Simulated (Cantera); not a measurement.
# Equilibrium for fluorocarbon and chlorocarbon gases: CF4 + HCl

Feed: 1 mol CF4, a varied amount of HCl, equilibrated at 2427 °C and 9.70 Pa.

These are equilibrium values from Cantera (NASA tables, ideal gas, pure condensed phases), not measurements of a reactor. Candidate condensed phases: C, C6H6, C7H8, C8H18; 118 gas species. The numbers say what is thermodynamically allowed, not how fast it happens.

```json
[
 {"n(HCl) (mol)": "0.024", "x F": "0.870", "x Cl": "0.00552", "x HF": "0.00488", "x C3": "0.0517", "x CF": "0.0415", "x C": "0.0181", "x H": "0.000633"},
 {"n(HCl) (mol)": "0.031", "x F": "0.867", "x Cl": "0.00711", "x HF": "0.00629", "x C3": "0.0516", "x CF": "0.0413", "x C": "0.0181", "x H": "0.000818"},
 {"n(HCl) (mol)": "0.04", "x F": "0.863", "x Cl": "0.00916", "x HF": "0.00810", "x C3": "0.0515", "x CF": "0.0411", "x C": "0.0181", "x H": "0.00106"},
 {"n(HCl) (mol)": "0.051", "x F": "0.858", "x Cl": "0.0116", "x HF": "0.0103", "x C3": "0.0514", "x CF": "0.0409", "x C": "0.0181", "x H": "0.00135"},
 {"n(HCl) (mol)": "0.065", "x F": "0.853", "x Cl": "0.0148", "x HF": "0.0131", "x C3": "0.0513", "x CF": "0.0406", "x C": "0.0181", "x H": "0.00173"},
 {"n(HCl) (mol)": "0.082", "x F": "0.846", "x Cl": "0.0186", "x HF": "0.0164", "x C3": "0.0511", "x CF": "0.0402", "x C": "0.0180", "x H": "0.00218"},
 {"n(HCl) (mol)": "0.11", "x F": "0.834", "x Cl": "0.0247", "x HF": "0.0218", "x C3": "0.0508", "x CF": "0.0396", "x C": "0.0180", "x H": "0.00294"},
 {"n(HCl) (mol)": "0.13", "x F": "0.826", "x Cl": "0.0291", "x HF": "0.0256", "x C3": "0.0506", "x CF": "0.0391", "x C": "0.0180", "x H": "0.00349"},
 {"n(HCl) (mol)": "0.17", "x F": "0.811", "x Cl": "0.0376", "x HF": "0.0330", "x C3": "0.0501", "x CF": "0.0383", "x C": "0.0179", "x H": "0.00459"},
 {"n(HCl) (mol)": "0.22", "x F": "0.792", "x Cl": "0.0481", "x HF": "0.0421", "x C3": "0.0496", "x CF": "0.0373", "x C": "0.0179", "x H": "0.00599"},
 {"n(HCl) (mol)": "0.28", "x F": "0.769", "x Cl": "0.0602", "x HF": "0.0525", "x C3": "0.0490", "x CF": "0.0361", "x C": "0.0178", "x H": "0.00769"},
 {"n(HCl) (mol)": "0.36", "x F": "0.740", "x Cl": "0.0759", "x HF": "0.0658", "x C3": "0.0482", "x CF": "0.0345", "x C": "0.0177", "x H": "0.0100"},
 {"n(HCl) (mol)": "0.45", "x F": "0.710", "x Cl": "0.0927", "x HF": "0.0800", "x C3": "0.0473", "x CF": "0.0329", "x C": "0.0176", "x H": "0.0127"}
]
```
x: gas mole fraction; nothing condenses.

From 0.024 mol HCl to 0.45 mol HCl nothing is condensed. The main C-bearing gas is C3 throughout.
